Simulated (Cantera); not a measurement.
A closed system holds: 1 mol MgF2, 3.7 mol O2, 0.46 mol N2, held at 0.100 bar.

Equilibrium computed with Cantera from the NASA thermochemical tables; the gas is ideal and each condensed phase is pure. Candidate condensed phases: Mg, MgF2, MgO; 24 gas species. Mutual solubility and eutectic melting of coexisting phases are not modelled. Rates play no part.

x: gas mole fraction; n: condensed amount in mol.

```json
[
 {"T (°C)": "750", "x O2": "0.889", "x MgF2": "4.11e-10", "x N2": "0.111", "x NO": "3.09e-5", "x O": "9.29e-10", "x F": "1.53e-12", "n MgF2(s)": "1.00", "n MgF2(l)": "0", "n MgO(s)": "0"},
 {"T (°C)": "850", "x O2": "0.889", "x MgF2": "?", "x N2": "0.111", "x NO": "?", "x O": "?", "x F": "?", "n MgF2(s)": "1.00", "n MgF2(l)": "0", "n MgO(s)": "0"},
 {"T (°C)": "950", "x O2": "0.889", "x MgF2": "?", "x N2": "0.110", "x NO": "?", "x O": "?", "x F": "?", "n MgF2(s)": "1.000", "n MgF2(l)": "0", "n MgO(s)": "0"},
 {"T (°C)": "1050", "x O2": "0.889", "x MgF2": "1.01e-5", "x N2": "0.110", "x NO": "0.000353", "x O": "7.93e-7", "x F": "1.34e-8", "n MgF2(s)": "1.000", "n MgF2(l)": "0", "n MgO(s)": "0"},
 {"T (°C)": "1150", "x O2": "0.889", "x MgF2": "0.000110", "x N2": "0.110", "x NO": "0.000633", "x O": "4.01e-6", "x F": "1.17e-7", "n MgF2(s)": "1.000", "n MgF2(l)": "0", "n MgO(s)": "0"},
 {"T (°C)": "1250", "x O2": "0.888", "x MgF2": "0.000865", "x N2": "0.110", "x NO": "0.00105", "x O": "1.64e-5", "x F": "7.72e-7", "n MgF2(s)": "0.996", "n MgF2(l)": "0", "n MgO(s)": "0"},
 {"T (°C)": "1350", "x O2": "0.885", "x MgF2": "0.00406", "x N2": "0.109", "x NO": "0.00163", "x O": "5.66e-5", "x F": "3.55e-6", "n MgF2(s)": "0", "n MgF2(l)": "0.983", "n MgO(s)": "0"},
 {"T (°C)": "1450", "x O2": "0.875", "x MgF2": "0.0151", "x N2": "0.108", "x NO": "0.00239", "x O": "0.000168", "x F": "1.34e-5", "n MgF2(s)": "0", "n MgF2(l)": "0.936", "n MgO(s)": "0"},
 {"T (°C)": "1550", "x O2": "0.845", "x MgF2": "0.0481", "x N2": "0.104", "x NO": "0.00326", "x O": "0.000438", "x F": "4.31e-5", "n MgF2(s)": "0", "n MgF2(l)": "0.789", "n MgO(s)": "0"},
 {"T (°C)": "1650", "x O2": "0.767", "x MgF2": "0.134", "x N2": "0.0937", "x NO": "0.00405", "x O": "0.00100", "x F": "0.000121", "n MgF2(s)": "0", "n MgF2(l)": "0.354", "n MgO(s)": "0.000250"}
]
```

Q: What belongs in the gaps?

A: 
- 850, x MgF2: 2.23e-8
- 850, x NO: 8.04e-5
- 850, x O: 1.31e-8
- 850, x F: 5.42e-11
- 950, x MgF2: 6.15e-7
- 950, x NO: 0.000179
- 950, x O: 1.20e-7
- 950, x F: 1.07e-9
